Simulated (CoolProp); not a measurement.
A single-stage vapour-compression cycle with the fluid: evaporating at 261.15 K (dew point), condensing at 317.15 K (bubble point), superheat 2 K, subcooling 2 K, compressor efficiency 0.8, no pressure losses. The same conditions are run with several fluids, on thermodynamics alone (safety and materials aside).

Computed with CoolProp (reference Helmholtz-energy equation of state of each fluid (n-pentane: Thol 2019; CH2F2 (R32): Tillner-Roth 1997; n-perfluorobutane: Gao 2022; R1336mzz(Z): McLinden 2020; n-butane: Bücker 2006; R404A: Lemmon 2003)). Blends and air are pseudo-pure fits.

**Question.** Rank n-pentane, CH2F2 (R32), n-perfluorobutane, R1336mzz(Z), n-butane, R404A by cooling COP, highest first.

**Answer.** n-pentane (3.01), n-butane (2.95), R1336mzz(Z) (2.91), CH2F2 (R32) (2.73), R404A (2.43), n-perfluorobutane (2.07)

| fluid | pressure ratio | discharge temperature (K) | refrigerating effect (kJ/kg) | volumetric capacity (kJ/m³) |
|---|---|---|---|---|
| n-pentane | 9.59 | 321.7 | 273 | 125 |
| CH2F2 (R32) | 5.02 | 379.2 | 235 | 3440 |
| n-perfluorobutane | 7.08 | 317.2 | 41.3 | 310 |
| R1336mzz(Z) | 11.0 | 318.1 | 121 | 123 |
| n-butane | 6.60 | 324.7 | 270 | 472 |
| R404A | 5.01 | 332.1 | 98.0 | 1980 |

The compression ends wet for: n-perfluorobutane.
